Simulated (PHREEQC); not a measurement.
0.47 g of hydrous ferric oxide (600 m²/g; 0.2 weak and 0.005 strong sites per Fe, Dzombak-Morel constants, diffuse double layer) in 1 kg of water with 0.05 mol/kgw of an inert sodium salt, at 25 °C; the pH is set by adding NaOH or the inert anion's acid. Oxygen is held at 0.21 atm. No CO2 enters from the air. Precipitation was switched off in this run.

Base run: PHREEQC, ion-association model, wateq4f.dat. Each further column changes one thing. The table gives surface charge σ (C/m²).

```json
[
 {"pH": "4", "base": "0.294", "background salt from 0.05 to 0.005 mol/kgw": "0.185", "oxide from 0.47 to 2.3 g/kgw": "0.296", "0.0051 mol/kgw SrCl2 added": "0.305"},
 {"pH": "4.67", "base": "0.219", "background salt from 0.05 to 0.005 mol/kgw": "0.117", "oxide from 0.47 to 2.3 g/kgw": "0.220", "0.0051 mol/kgw SrCl2 added": "0.232"},
 {"pH": "5.33", "base": "0.146", "background salt from 0.05 to 0.005 mol/kgw": "0.069", "oxide from 0.47 to 2.3 g/kgw": "0.147", "0.0051 mol/kgw SrCl2 added": "0.158"},
 {"pH": "6", "base": "0.089", "background salt from 0.05 to 0.005 mol/kgw": "0.038", "oxide from 0.47 to 2.3 g/kgw": "0.089", "0.0051 mol/kgw SrCl2 added": "0.098"},
 {"pH": "6.67", "base": "0.049", "background salt from 0.05 to 0.005 mol/kgw": "0.019", "oxide from 0.47 to 2.3 g/kgw": "0.049", "0.0051 mol/kgw SrCl2 added": "0.056"},
 {"pH": "7.33", "base": "0.022", "background salt from 0.05 to 0.005 mol/kgw": "0.008", "oxide from 0.47 to 2.3 g/kgw": "0.022", "0.0051 mol/kgw SrCl2 added": "0.028"},
 {"pH": "8.67", "base": "-0.015", "background salt from 0.05 to 0.005 mol/kgw": "-0.005", "oxide from 0.47 to 2.3 g/kgw": "-0.015", "0.0051 mol/kgw SrCl2 added": "-0.002"},
 {"pH": "9.33", "base": "-0.039", "background salt from 0.05 to 0.005 mol/kgw": "-0.014", "oxide from 0.47 to 2.3 g/kgw": "-0.039", "0.0051 mol/kgw SrCl2 added": "-0.004"},
 {"pH": "10", "base": "-0.074", "background salt from 0.05 to 0.005 mol/kgw": "-0.031", "oxide from 0.47 to 2.3 g/kgw": "-0.074", "0.0051 mol/kgw SrCl2 added": "-0.005"},
 {"pH": "10.67", "base": "-0.126", "background salt from 0.05 to 0.005 mol/kgw": "-0.059", "oxide from 0.47 to 2.3 g/kgw": "-0.126", "0.0051 mol/kgw SrCl2 added": "-0.005"},
 {"pH": "11.33", "base": "-0.196", "background salt from 0.05 to 0.005 mol/kgw": "-0.112", "oxide from 0.47 to 2.3 g/kgw": "-0.197", "0.0051 mol/kgw SrCl2 added": "-0.005"},
 {"pH": "12", "base": "-0.281", "background salt from 0.05 to 0.005 mol/kgw": "-0.216", "oxide from 0.47 to 2.3 g/kgw": "-0.282", "0.0051 mol/kgw SrCl2 added": "-0.007"}
]
```
